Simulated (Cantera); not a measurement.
A Cantera script and its output.

```python
import numpy as np
import cantera as ct

surf = ct.Interface("diamond.yaml", "diamond_100")
gas, bulk = surf.adjacent["gas"], surf.adjacent["diamond"]
k = surf.kinetics_species_index(bulk.species_names[0])
cover = ["c6HH", "c6H*", "c6*H", "c6**", "c6HM", "c6B"]

rows, drift = [], 0.0
print(f"{'P':>10s}{'um/h':>11s}" + "".join(f"{s:>11s}" for s in cover))
for v in [650, 970, 1500, 2200, 3300, 5000, 7500, 11000]:
    T, P, xH, xCH3 = 1300, v, 0.025, 0.0013
    gas.TPX = T, P, {"H": xH, "CH3": xCH3, "CH4": 0.0036, "H2": 1 - xH - xCH3 - 0.0036}
    surf.TP = bulk.TP = T, P
    surf.coverages = "c6H*:0.1, c6HH:0.9"
    surf.advance_coverages(100.0)
    before = surf.coverages
    surf.advance_coverages(100.0)
    drift = max(drift, np.max(np.abs(surf.coverages - before) / (surf.coverages + 1e-9)))
    rate = surf.net_production_rates[k] * bulk.mean_molecular_weight / bulk.density * 3.6e9
    rows.append([rate, *surf[cover].coverages])
    print(f"{v:10.4g}{rate:11.4e}" + "".join(f"{x:11.3e}" for x in rows[-1][1:]))
```

Output:

```
         P       um/h       c6HH       c6H*       c6*H       c6**       c6HM        c6B
       650 1.6437e+00  3.767e-01  4.928e-02  5.262e-01  4.627e-02  4.074e-04  4.460e-09
       970 2.7853e+00  3.765e-01  4.927e-02  5.260e-01  4.625e-02  5.988e-04  7.558e-09
      1500 5.0811e+00  3.764e-01  4.927e-02  5.256e-01  4.622e-02  8.991e-04  1.379e-08
      2200 8.8143e+00  3.761e-01  4.927e-02  5.252e-01  4.620e-02  1.266e-03  2.392e-08
      3300 1.6082e+01  3.758e-01  4.928e-02  5.246e-01  4.617e-02  1.786e-03  4.364e-08
      5000 3.0078e+01  3.754e-01  4.930e-02  5.238e-01  4.613e-02  2.473e-03  8.162e-08
      7500 5.5296e+01  3.749e-01  4.935e-02  5.229e-01  4.609e-02  3.291e-03  1.501e-07
   1.1e+04 9.7091e+01  3.744e-01  4.945e-02  5.218e-01  4.607e-02  4.168e-03  2.635e-07
```

Detailed kinetics in Cantera: the Harris–Goodwin 1993 mechanism for the reconstructed diamond (100) surface.
